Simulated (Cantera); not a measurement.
A perfectly stirred reactor is fed with H2 : O2 : N2 = 0.11 : 1 : 0.18 (molar parts), at 1330 Pa; it is held at 1073 K, and followed from long to short residence time.

Detailed kinetics in Cantera: the H2/O2 subset of GRI-Mech 3.0, which has no nitrogen chemistry. Radical loss at walls, strong at low pressure, is not modelled. The temperature is held fixed by assumption; the heat of reaction is taken as removed at once.

One state of this run: x H2 = 0.000386; x O2 = 0.763; x H2O2 = 1.53e-7; x HO2 = 3.20e-6; x H2O = 0.0881. x: mole fraction; the columns are a selection and need not sum to one.

Task: Which value of τ (s) does it belong to?
A. 1.3
B. 3.1
C. 0.56
D. 0.043

Result: A, 1.3
